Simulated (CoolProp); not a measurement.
A simple Rankine cycle with n-hexane: condensing at 333.15 K, boiler at 0.606 MPa, turbine inlet 427.3 K, turbine efficiency 0.7, pump efficiency 0.6, no recuperator. Each further row changes one setting.

Values from CoolProp's reference Helmholtz-energy equation of state, Thol 2019.

```csv
case,thermal efficiency (%),net work (kJ/kg),heat in (kJ/kg),turbine exit temperature (K),volume ratio over the turbine
as stated,10.0,51.4,515,394.7,8.37
turbine inlet 447.3 K,9.7,54.7,564,415.6,8.22
condensing temperature 325.15 K,10.9,58.3,535,391.1,11.0
boiler pressure 0.424 MPa,8.4,44.1,523,401.6,5.65
turbine efficiency 0.6,8.5,43.8,515,398.2,8.45
```
